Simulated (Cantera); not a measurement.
What does this Cantera script print?

```python
import numpy as np
import cantera as ct

gas_names = [...]  # 118 gases of nasa_gas.yaml made of C, Cl, F, H
cond_names = """
    C(gr) C6H6(L) C7H8(L) C8H18(L),n-octa
""".split()


# ... load() reads the species with a 1 bar reference pressure and builds the phases ...
atoms = {
    'c-C4F8': {'C': 4, 'F': 8},
    'HCl': {'H': 1, 'CL': 1},
}
top_T = {'C(gr)': 4500}  # K; cautious upper limits of use, not melting points


# ... equilibrate(T, P, feed) seeds the gas with the atoms and calls Mixture.equilibrate('TP', solver="vcs", rtol=1e-11, max_steps=5000) ...
results = []
feed = {'c-C4F8': 1, 'HCl': 0.013}  # mol
P = 2400  # Pa
for T in [1048, 1123, 1198, 1273, 1348, 1423, 1498, 1573, 1648, 1723, 1798, 1873, 1948]:
    mix = equilibrate(T, P, feed)
    results.append((T, P, feed, dict(zip(mix.species_names, mix.species_moles))))

top = {s: max(r[3][s] / sum(r[3][g] for g in gas_names) for r in results) for s in gas_names}
cols = sorted((s for s in top if top[s] > 0.001), key=lambda s: -top[s])[:8]
seen = [c for c in cond_names if any(r[3].get(c, 0) > 1e-12 for r in results)]
print("log10 of partial pressures in bar; condensed amounts in mol")
print(f"{'T/K':>10s}" + "".join(f"{s[:9]:>10s}" for s in cols + seen))
for T, P, feed, n in results:
    ng = sum(n[g] for g in gas_names)
    print(f"{T:10.4g}" + "".join(f"{np.log10(max(n[s] / ng * P / 1e5, 1e-99)):10.3f}" for s in cols)
          + "".join(f"{n.get(c, 0):10.4g}" for c in seen))
```

Output:

```
log10 of partial pressures in bar; condensed amounts in mol
       T/K       CF4       CF2         F        HF        CL       CF3     CCLF3       CL2     C(gr)
      1048    -1.625    -9.403   -10.861    -3.850    -5.331    -9.141    -4.200    -4.437     2.002
      1123    -1.625    -8.464    -9.809    -3.837    -4.917    -8.381    -4.221    -4.438     2.002
      1198    -1.625    -7.644    -8.888    -3.829    -4.574    -7.718    -4.259    -4.479     2.002
      1273    -1.625    -6.921    -8.076    -3.823    -4.302    -7.133    -4.323    -4.578     2.002
      1348    -1.625    -6.281    -7.354    -3.818    -4.104    -6.614    -4.424    -4.753     2.002
      1423    -1.625    -5.709    -6.708    -3.816    -3.975    -6.150    -4.563    -5.009     2.003
      1498    -1.625    -5.195    -6.126    -3.814    -3.902    -5.733    -4.731    -5.325     2.003
      1573    -1.626    -4.731    -5.600    -3.813    -3.863    -5.357    -4.911    -5.667     2.002
      1648    -1.627    -4.311    -5.121    -3.813    -3.843    -5.015    -5.089    -6.008     2.001
      1723    -1.628    -3.928    -4.685    -3.814    -3.832    -4.705    -5.261    -6.336     1.998
      1798    -1.632    -3.579    -4.285    -3.815    -3.828    -4.422    -5.426    -6.647     1.992
      1873    -1.639    -3.261    -3.918    -3.819    -3.828    -4.165    -5.584    -6.941     1.981
      1948    -1.653    -2.971    -3.581    -3.826    -3.832    -3.933    -5.740    -7.223      1.96
```

Cantera equilibrium calculation (NASA polynomials, part measured and part estimated; ideal gas, pure solids and liquids). The feed counts by its element totals alone. Gases not in the tables: C2F6 and larger saturated fluorocarbons.
